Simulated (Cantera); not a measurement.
Charge: 1 mol Ca(OH)2, 0.21 mol H2, 3 mol H2O, held at 350 °C and 0.170 bar.

These are equilibrium values from Cantera (NASA tables, ideal gas, pure condensed phases), not measurements of a reactor. Candidate condensed phases: Ca, CaO, Ca(OH)2, H2O; 14 gas species. Rates play no part.

Base state: H2O 0.935, H2 0.0654 (mole fractions); condensed: Ca(OH)2(s).

What changes in the equilibrium state with this change: temperature from 350 °C to 1275 °C?


```csv
species,before,after
H2O,0.935,0.950
H2,0.0654,0.0499
H,<1e-9,1.67e-5
OH,<1e-9,1.06e-5
"Ca(OH)2(s), mol",1.00,0
"CaO(s), mol",0,1.000
```
